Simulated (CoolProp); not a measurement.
The fluid at 293.15 K and 0.272 MPa (gas) is heated at constant pressure to 323.5 K. The same conditions are run with several fluids, on thermodynamics alone (safety and materials aside).

Computed with CoolProp (reference Helmholtz-energy equation of state of each fluid (hydrogen chloride: Thol 2018; R13: Platzer 1990; propane: Lemmon 2009; R152A: Outcalt 1996; hydrogen sulfide: Lemmon 2006)). The equations of Platzer and Polt are older, rougher fits.

Q: Rank hydrogen chloride, R13, propane, R152A, hydrogen sulfide by heat (kJ/kg), highest first.

A: propane (53.5), R152A (34.0), hydrogen sulfide (31.5), hydrogen chloride (25.0), R13 (20.2)

| fluid | final density (kg/m³) |
|---|---|
| hydrogen chloride | 3.73 |
| R13 | 10.8 |
| propane | 4.62 |
| R152A | 6.98 |
| hydrogen sulfide | 3.50 |
